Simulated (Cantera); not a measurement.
A closed system holds: 1 mol Cu, 0.67 mol H₂O, 1.4 mol CO, held at 675 °C and 750 Torr.

These are equilibrium values from Cantera (NASA tables, ideal gas, pure condensed phases), not measurements of a reactor. Candidate condensed phases: C, C₆H₆, C₇H₈, C₈H₁₈, Cu, CuO, Cu(OH)₂, Cu₂O, H₂O; 113 gas species. The numbers say what is thermodynamically allowed, not how fast it happens.

Base state: CO 0.398, CO₂ 0.276, H₂ 0.230, H₂O 0.0881, CH₄ 0.00903 (mole fractions); condensed: C(graphite) + Cu(s).

What changes in the equilibrium state with this change: pressure from 750 Torr to 0.330 Torr?


```
species            before    after
----------------  -------  -------
CO                  0.398    0.430
CO₂                 0.276    0.246
H₂                  0.230    0.246
H₂O                0.0881   0.0777
CH₄               0.00903  2.64e-9
C(graphite), mol   0.0383        0
Cu(s), mol           1.00     1.00
```
